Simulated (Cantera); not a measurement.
Input: 1 mol Fe(CO)₅, 0.062 mol H₂, 90 mol N₂, held at 3.70 bar.

These are equilibrium values from Cantera (NASA tables, ideal gas, pure condensed phases), not measurements of a reactor. Candidate condensed phases: C, C₆H₆, C₇H₈, C₈H₁₈, Fe, Fe(CO)₅, FeO, Fe(OH)₂, Fe(OH)₃, Fe₂O₃, Fe₃O₄, H₂O; 140 gas species. Equilibrium is a limit: real reactors are often held back by kinetics, nucleation or transport.

Question: At 1475 K, list the 4 most abundant gas species with their mole fractions, and the condensed phases.

Answer: N₂ 0.947, CO 0.0526, H₂ 0.000645, HCN 1.37e-5. Condensed: Fe(γ).
